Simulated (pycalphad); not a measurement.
**Phase fractions of Sn-11.9Si (wt.%)**

CALPHAD calculation (pycalphad, COST 507 light-alloy database (1999)), 1 atm. The data set is of 1999 and partly superseded. Amounts are mole fractions of atoms.

```csv
T (K),LIQUID,DIAMOND_A4,BCT_A5
1600,1.000,-,-
1500,0.760,0.240,-
1400,0.688,0.312,-
1300,0.661,0.339,-
1200,0.648,0.352,-
1100,0.642,0.358,-
1000,0.639,0.361,-
900,0.637,0.363,-
800,0.637,0.363,-
700,0.637,0.363,-
600,0.637,0.363,-
500,-,0.364,0.636
```

DIAMOND_A4 is diamond (Si); BCT_A5 is bct (Sn).
